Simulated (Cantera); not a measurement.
A perfectly stirred reactor is fed with 10.4 % CH4, 18.8 % O2, 70.8 % N2, equivalence ratio 1.1, at 1000000 Pa; it is adiabatic with a 425 K inlet, and is followed from long to short residence time, starting on the burning branch (τ in s: 0.26, 0.11, 0.049, 0.021, 0.0094, 0.0041, 0.0018, 0.00079, 0.00035, 0.00015, 6.6e-05).

Model: GRI-Mech 3.0 (53 species, 325 reactions), integrated in Cantera.

**Question.** Predict: blow-out, bracketed by the residence times tried; x(CH4) at τ = 0.260 s; x(O2) at τ = 0.260 s; x(NO) at τ = 0.260 s; x(HCO) at τ = 0.260 s; x(CH4) at τ = 4.10 ms; x(O2) at τ = 4.10 ms; x(C2H2) at τ = 4.10 ms; x(NO) at τ = 4.10 ms; x(HCO) at τ = 4.10 ms.

**Answer.** 
| Property | Result |
|---|---|
| blow-out, bracketed by the residence times tried | burning at 66.0 µs, the shortest tried |
| x(CH4) at τ = 0.260 s | 1.41e-6 |
| x(O2) at τ = 0.260 s | 0.000151 |
| x(NO) at τ = 0.260 s | 0.000379 |
| x(HCO) at τ = 0.260 s | 1.94e-8 |
| x(CH4) at τ = 4.10 ms | 3.36e-5 |
| x(O2) at τ = 4.10 ms | 0.000771 |
| x(C2H2) at τ = 4.10 ms | 2.44e-7 |
| x(NO) at τ = 4.10 ms | 0.000395 |
| x(HCO) at τ = 4.10 ms | 1.18e-7 |
